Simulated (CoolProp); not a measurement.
Methane at 293.15 K and 0.115 MPa is throttled through a valve to 0.0496 MPa with no heat exchange. Each further row changes one setting.

Values from CoolProp's reference Helmholtz-energy equation of state, Setzmann 1991.

```tsv
case	temperature change (K)	final density (kg/m³)
as stated	___	___
outlet pressure 0.0149 MPa	___	___
outlet pressure 0.0645 MPa	___	___
```

Q: Fill in the missing entries.

A: 
- as stated, temperature change (K): -0.3
- as stated, final density (kg/m³): 0.327
- outlet pressure 0.0149 MPa, temperature change (K): -0.5
- outlet pressure 0.0149 MPa, final density (kg/m³): 0.0983
- outlet pressure 0.0645 MPa, temperature change (K): -0.2
- outlet pressure 0.0645 MPa, final density (kg/m³): 0.425
